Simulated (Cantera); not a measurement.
# Reactions in the system H-N-O-P

Cantera with NASA thermochemical tables; ideal gases at 1 bar, condensed phases pure. Values are per mole of reaction as written; species without (g) are pure solids or liquids, kept so even where they would boil at 1 bar.

2 P2(g) + 6 H2O(g) + 4 NO(g) = 4 NH3(g) + P4O10

```json
[
 {"T (K)": "373", "ΔH° (kJ)": "-2396.0", "ΔS° (J/K)": "-1414.9", "ΔG° (kJ)": "-1868.2", "log10 K": "261.62"},
 {"T (K)": "398", "ΔH° (kJ)": "-2395.6", "ΔS° (J/K)": "-1414.0", "ΔG° (kJ)": "-1832.9", "log10 K": "240.54"},
 {"T (K)": "423", "ΔH° (kJ)": "-2395.0", "ΔS° (J/K)": "-1412.4", "ΔG° (kJ)": "-1797.5", "log10 K": "221.97"},
 {"T (K)": "448", "ΔH° (kJ)": "-2394.0", "ΔS° (J/K)": "-1410.2", "ΔG° (kJ)": "-1762.2", "log10 K": "205.47"},
 {"T (K)": "473", "ΔH° (kJ)": "-2392.8", "ΔS° (J/K)": "-1407.6", "ΔG° (kJ)": "-1727.0", "log10 K": "190.72"},
 {"T (K)": "498", "ΔH° (kJ)": "-2391.3", "ΔS° (J/K)": "-1404.5", "ΔG° (kJ)": "-1691.9", "log10 K": "177.46"},
 {"T (K)": "523", "ΔH° (kJ)": "-2389.6", "ΔS° (J/K)": "-1401.1", "ΔG° (kJ)": "-1656.8", "log10 K": "165.47"},
 {"T (K)": "548", "ΔH° (kJ)": "-2387.6", "ΔS° (J/K)": "-1397.4", "ΔG° (kJ)": "-1621.8", "log10 K": "154.59"}
]
```
